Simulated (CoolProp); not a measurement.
Vapour-liquid equilibrium of R125 (1) + R236FA (2) at 302.5 K; x and y are mole fractions of (1).

The numbers come from the multi-fluid Helmholtz-energy mixture model, Lemmon 2005 and Pan 2012; pair parameters Bell 2016 in CoolProp.

| x | bubble pressure, mixture model (kPa) | bubble pressure, Raoult's law (kPa) | y, mixture model | y, Raoult's law |
|---|---|---|---|---|
| 0.05 | 367.1 | 375.2 | 0.172 | 0.206 |
| 0.15 | 475.3 | 498.1 | 0.406 | 0.465 |
| 0.25 | (withheld) | 621.0 | (withheld) | 0.621 |
| 0.35 | 698.8 | 743.9 | (withheld) | 0.726 |
| 0.45 | 814.9 | 866.8 | 0.746 | 0.801 |
| 0.55 | (withheld) | 989.7 | (withheld) | 0.857 |
| 0.65 | 1058 | 1113 | 0.862 | 0.901 |
| 0.75 | 1187 | 1235 | 0.907 | 0.937 |
| 0.85 | 1323 | 1358 | 0.946 | 0.965 |
| 0.95 | 1467 | 1481 | 0.983 | 0.989 |

Fill in the missing entries.


- 0.25, bubble pressure, mixture model (kPa): 585.8
- 0.25, y, mixture model: 0.557
- 0.35, y, mixture model: 0.665
- 0.55, bubble pressure, mixture model (kPa): 934.5
- 0.55, y, mixture model: 0.810

The largest gap from Raoult's law is -6.1 % in bubble pressure, at x = 0.35. No azeotrope shows between x = 0.05 and 0.95.

The pair parameters rest on a limited set of measurements; away from them the model extrapolates.
